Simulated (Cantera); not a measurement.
Feed: 1 mol FeS2, 0.8 mol SO2, 0.14 mol H2O, at 1400 K and 0.460 bar.

These are equilibrium values from Cantera (NASA tables, ideal gas, pure condensed phases), not measurements of a reactor. Candidate condensed phases: Fe, FeO, Fe(OH)2, Fe(OH)3, FeS, FeSO4, FeS2, Fe2O3, Fe2(SO4)3, Fe3O4, H2O, H2SO4, S; 22 gas species. FeS: taken at fixed stoichiometry. The numbers say what is thermodynamically allowed, not how fast it happens.

Base state: SO2 0.555, S2 0.331, H2O 0.0862, S2O 0.0137, H2S 0.00789, H2 0.00331, SO 0.00294, SH 0.000350 (mole fractions); condensed: FeS(s).

Task: What changes in the equilibrium state with this change: temperature from 1400 K to 1148.15 K?

Result: 
```
species        before     after
-----------  --------  --------
SO2             0.555     0.558
S2              0.331     0.329
H2O            0.0862    0.0852
H2S           0.00789    0.0117
SO            0.00294  0.000299
S2O            0.0137    0.0147
SH           0.000350   4.48e-5
H2            0.00331  0.000897
FeS(s), mol      1.00      1.00
```
Gases not in the tables: S3 to S7.

Task: What changes in the equilibrium state with this change: H2O from 0.14 to 1.7 mol?

Result: 
```
species        before     after
-----------  --------  --------
H2O            0.0862     0.514
SO2             0.555     0.292
S2              0.331     0.133
H2            0.00331    0.0217
H2S           0.00789    0.0327
S2O            0.0137   0.00500
SO            0.00294   0.00170
SH           0.000350  0.000568
FeS(s), mol      1.00     1.000
```

Task: What changes in the equilibrium state with this change: SO2 from 0.8 to 0.48 mol?

Result: 
```
species        before     after
-----------  --------  --------
SO2             0.555     0.431
S2              0.331     0.425
H2O            0.0862     0.107
H2S           0.00789    0.0134
S2O            0.0137    0.0146
H2            0.00331   0.00497
SH           0.000350  0.000487
S             9.96e-6   1.13e-5
SO            0.00294   0.00276
FeS(s), mol      1.00      1.00
```
